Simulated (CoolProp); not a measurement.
Values from CoolProp's reference Helmholtz-energy equation of state, Schroeder 2014.

**Question.** For ethanol, give the phase and the density (kg/m³), conductivity (mW/(m K)) at 227.05 °C and 2.08 MPa.

**Answer.** 
- 227.05 °C and 2.08 MPa: gas; density 26.4, conductivity 42.9

Thermal conductivity comes from a separate model (Assael 2013).
